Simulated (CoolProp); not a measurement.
The fluid at 293.15 K and 1.22 MPa flows at 0.78 m/s in a round tube of 25 mm bore and 1.5 µm roughness, fully developed (64/Re and Nu = 3.66 if laminar; Colebrook and Gnielinski if turbulent). The same conditions are run with several fluids, on thermodynamics alone (safety and materials aside).

Computed with CoolProp (reference Helmholtz-energy equation of state of each fluid (CH2F2 (R32): Tillner-Roth 1997; ethane: Bücker 2006; carbon dioxide: Span 1996; sulfur hexafluoride: Guder 2009; R13: Platzer 1990)). The equations of Platzer and Polt are older, rougher fits.

```json
[
 {"fluid": "CH2F2 (R32)", "Reynolds number": "46500", "Darcy friction factor": "0.0214", "pressure drop (Pa/m)": "8.30", "heat-transfer coefficient (W/(m² K))": "___", "mass flow (kg/h)": "43.9"},
 {"fluid": "ethane", "Reynolds number": "___", "Darcy friction factor": "0.0229", "pressure drop (Pa/m)": "4.68", "heat-transfer coefficient (W/(m² K))": "75.7", "mass flow (kg/h)": "___"},
 {"fluid": "carbon dioxide", "Reynolds number": "31100", "Darcy friction factor": "___", "pressure drop (Pa/m)": "6.74", "heat-transfer coefficient (W/(m² K))": "___", "mass flow (kg/h)": "32.6"},
 {"fluid": "sulfur hexafluoride", "Reynolds number": "___", "Darcy friction factor": "0.0180", "pressure drop (Pa/m)": "19.1", "heat-transfer coefficient (W/(m² K))": "121", "mass flow (kg/h)": "121"},
 {"fluid": "R13", "Reynolds number": "81000", "Darcy friction factor": "___", "pressure drop (Pa/m)": "13.9", "heat-transfer coefficient (W/(m² K))": "___", "mass flow (kg/h)": "82.7"}
]
```

Task: Some entries are withheld; supply them.

Result: 
- CH2F2 (R32), heat-transfer coefficient (W/(m² K)): 79.4
- ethane, Reynolds number: 34400
- ethane, mass flow (kg/h): 23.1
- carbon dioxide, Darcy friction factor: 0.0235
- carbon dioxide, heat-transfer coefficient (W/(m² K)): 53.8
- sulfur hexafluoride, Reynolds number: 111000
- R13, Darcy friction factor: 0.0191
- R13, heat-transfer coefficient (W/(m² K)): 87.2

Transport values come from each fluid's own correlations; those of CH2F2 (R32), R13 are estimates that may be off by 10 % or more.
